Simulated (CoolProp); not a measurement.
Vapour-liquid equilibrium of R22 (1) + R123 (2) at 9.75 °C; x and y are mole fractions of (1).

Values from CoolProp's multi-fluid Helmholtz-energy mixture model, Kamei 1995 and Younglove 1994; pair parameters Bell 2016.

| x | bubble pressure, mixture model (bar) | bubble pressure, Raoult's law (bar) | y, mixture model | y, Raoult's law |
|---|---|---|---|---|
| 0.05 | 0.7771 | 0.8133 | 0.380 | 0.415 |
| 0.2 | 1.679 | 1.752 | 0.750 | 0.772 |
| 0.35 | 2.630 | 2.691 | 0.865 | 0.879 |
| 0.5 | 3.579 | 3.629 | 0.920 | 0.931 |
| 0.65 | 4.510 | 4.568 | 0.953 | 0.962 |
| 0.8 | 5.440 | 5.507 | 0.975 | 0.982 |
| 0.95 | 6.413 | 6.445 | 0.994 | 0.996 |

The largest gap from Raoult's law is -4.5 % in bubble pressure, at x = 0.05. No azeotrope shows between x = 0.05 and 0.95.

Pair parameters are fitted to limited data, so mixtures are less certain than the pure fluids.
